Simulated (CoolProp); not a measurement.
Values from CoolProp's reference Helmholtz-energy equation of state, Akasaka 2020.

Give the vapour pressure (bar), liquid density (kg/m³), vapour density (kg/m³) of saturated R1123 at 233.3, 251 K.


```
T (K)  p (bar)  liquid density (kg/m³)  vapour density (kg/m³)
-----  -------  ----------------------  ----------------------
233.3     2.72                    1280                    12.4
251       5.34                    1210                    23.7
```
